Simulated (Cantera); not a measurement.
Feed: 1 mol NiS, 22 mol H2, 78 mol N2, held at 7.50 Torr.

Cantera equilibrium calculation (NASA polynomials, part measured and part estimated; ideal gas, pure solids and liquids). Candidate condensed phases: Ni, NiS, NiS2, Ni3S2, Ni3S4, S; 17 gas species. Equilibrium is a limit: real reactors are often held back by kinetics, nucleation or transport.

### Question
At 1873 K, list the 4 most abundant gas species with their mole fractions, and the condensed phases.

### Answer
N2 0.772, H2 0.215, Ni 0.00373, S2 0.00315. Condensed: Ni(l).
